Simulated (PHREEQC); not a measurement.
# Copper plating or etch bath: speciation

Make-up at 20 °C: 0.021 mol CuSO4, 5.6e-05 mol HNO3 and 3.2e-05 mol KCl per kg of water. Closed to the air; pH follows from the charge balance.

Equilibrium calculation in PHREEQC: ion-association model, phreeqc.dat.

This is a speciation only: nothing precipitates in the calculation.

Estimate the pH, density, specific conductance.

pH 4.46; density 1.002 g/cm³; specific conductance 2450 µS/cm.

In which forms is Cl present?

Cl- 99 %, CuCl+ 1.3 % of the Cl.
